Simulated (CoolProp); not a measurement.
Properties of octamethyltrisiloxane (MDM) along the isobar 617 kPa.

Values from CoolProp's reference Helmholtz-energy equation of state, Thol 2017.

```json
[
 {"T (K)": "219.9", "phase": "liquid", "cp (kJ/(kg K))": "1.650", "isothermal compressibility (1/MPa)": "___", "expansivity (1/kK)": "1.088"},
 {"T (K)": "250.6", "phase": "liquid", "cp (kJ/(kg K))": "1.689", "isothermal compressibility (1/MPa)": "0.001199", "expansivity (1/kK)": "1.128"},
 {"T (K)": "281.2", "phase": "liquid", "cp (kJ/(kg K))": "1.745", "isothermal compressibility (1/MPa)": "___", "expansivity (1/kK)": "1.183"},
 {"T (K)": "311.9", "phase": "liquid", "cp (kJ/(kg K))": "1.814", "isothermal compressibility (1/MPa)": "0.001968", "expansivity (1/kK)": "1.257"},
 {"T (K)": "342.6", "phase": "liquid", "cp (kJ/(kg K))": "1.889", "isothermal compressibility (1/MPa)": "0.002601", "expansivity (1/kK)": "___"},
 {"T (K)": "373.3", "phase": "liquid", "cp (kJ/(kg K))": "1.968", "isothermal compressibility (1/MPa)": "0.003539", "expansivity (1/kK)": "___"},
 {"T (K)": "404", "phase": "liquid", "cp (kJ/(kg K))": "___", "isothermal compressibility (1/MPa)": "0.005007", "expansivity (1/kK)": "1.659"},
 {"T (K)": "434.7", "phase": "liquid", "cp (kJ/(kg K))": "2.133", "isothermal compressibility (1/MPa)": "0.007495", "expansivity (1/kK)": "1.924"},
 {"T (K)": "465.4", "phase": "liquid", "cp (kJ/(kg K))": "2.226", "isothermal compressibility (1/MPa)": "0.01226", "expansivity (1/kK)": "2.361"},
 {"T (K)": "496.1", "phase": "liquid", "cp (kJ/(kg K))": "2.345", "isothermal compressibility (1/MPa)": "0.02370", "expansivity (1/kK)": "3.237"}
]
```

Question: Some entries are withheld; supply them.

Answer: 
- 219.9, isothermal compressibility (1/MPa): 0.0009559
- 281.2, isothermal compressibility (1/MPa): 0.001522
- 342.6, expansivity (1/kK): 1.353
- 373.3, expansivity (1/kK): 1.481
- 404, cp (kJ/(kg K)): 2.049
